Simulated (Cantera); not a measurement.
**Adiabatic ignition**

An adiabatic, constant-volume homogeneous reactor starts with CH₃OH : O₂ : N₂ = 1 : 5 : 18.8 (molar parts), equivalence ratio 0.30, at 1725 K and 4.00 bar.

Computed with Cantera and GRI-Mech 3.0 (53 species, 325 reactions). GRI-Mech 3.0 was tuned for natural gas; its chemistry of methanol as a main component is partial and can be far from experiment.

```json
[
 {"t (s)": "6.00e-6", "T (K)": "1735", "P (bar)": "4.03", "x CH₃OH": "0.0360", "x O₂": "0.199", "x CH₃": "3.85e-5", "x CH₄": "6.24e-5", "x C₂H₆": "7.45e-7"},
 {"t (s)": "2.28e-5", "T (K)": "2301", "P (bar)": "5.54", "x CH₃OH": "<1e-12", "x O₂": "0.136", "x CH₃": "<1e-12", "x CH₄": "<1e-12", "x C₂H₆": "<1e-12"},
 {"t (s)": "8.68e-5", "T (K)": "2531", "P (bar)": "6.01", "x CH₃OH": "<1e-12", "x O₂": "0.136", "x CH₃": "<1e-12", "x CH₄": "<1e-12", "x C₂H₆": "<1e-12"},
 {"t (s)": "0.000330", "T (K)": "2529", "P (bar)": "6.01", "x CH₃OH": "<1e-12", "x O₂": "0.135", "x CH₃": "<1e-12", "x CH₄": "<1e-12", "x C₂H₆": "<1e-12"},
 {"t (s)": "0.00126", "T (K)": "2522", "P (bar)": "5.99", "x CH₃OH": "<1e-12", "x O₂": "0.134", "x CH₃": "<1e-12", "x CH₄": "<1e-12", "x C₂H₆": "<1e-12"},
 {"t (s)": "0.00478", "T (K)": "2506", "P (bar)": "5.95", "x CH₃OH": "<1e-12", "x O₂": "0.130", "x CH₃": "<1e-12", "x CH₄": "<1e-12", "x C₂H₆": "<1e-12"},
 {"t (s)": "0.0182", "T (K)": "2494", "P (bar)": "5.92", "x CH₃OH": "<1e-12", "x O₂": "0.128", "x CH₃": "<1e-12", "x CH₄": "<1e-12", "x C₂H₆": "<1e-12"},
 {"t (s)": "0.0691", "T (K)": "2493", "P (bar)": "5.92", "x CH₃OH": "<1e-12", "x O₂": "0.128", "x CH₃": "<1e-12", "x CH₄": "<1e-12", "x C₂H₆": "<1e-12"},
 {"t (s)": "0.263", "T (K)": "2493", "P (bar)": "5.92", "x CH₃OH": "<1e-12", "x O₂": "0.128", "x CH₃": "<1e-12", "x CH₄": "<1e-12", "x C₂H₆": "<1e-12"},
 {"t (s)": "1.00", "T (K)": "2493", "P (bar)": "5.92", "x CH₃OH": "<1e-12", "x O₂": "0.128", "x CH₃": "<1e-12", "x CH₄": "<1e-12", "x C₂H₆": "<1e-12"}
]
```
x: mole fraction; the columns are a selection and need not sum to one.

- time of steepest temperature rise: 16.7 µs
- temperature at 1.00 s: 2493 K
- equilibrium temperature: 2493 K
- x(CH₃OH) at 1.00 s: <1e-12 (gas-phase equilibrium <1e-12)
- x(O₂) at 1.00 s: 0.128 (gas-phase equilibrium 0.128)
- x(CH₃) at 1.00 s: <1e-12 (gas-phase equilibrium <1e-12)
